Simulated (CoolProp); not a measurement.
Values from CoolProp's reference Helmholtz-energy equation of state, Fiedler 2023.

Problem. Give the vapour pressure (kPa), liquid density (kg/m³), enthalpy of vaporisation (kJ/kg) of saturated tetrahydrofuran at 313.6, 352.3 K.

Solution. 
| T (K) | p (kPa) | liquid density (kg/m³) | enthalpy of vaporisation (kJ/kg) |
|---|---|---|---|
| 313.6 | 41.0 | 865 | 435 |
| 352.3 | 153 | 820 | 406 |
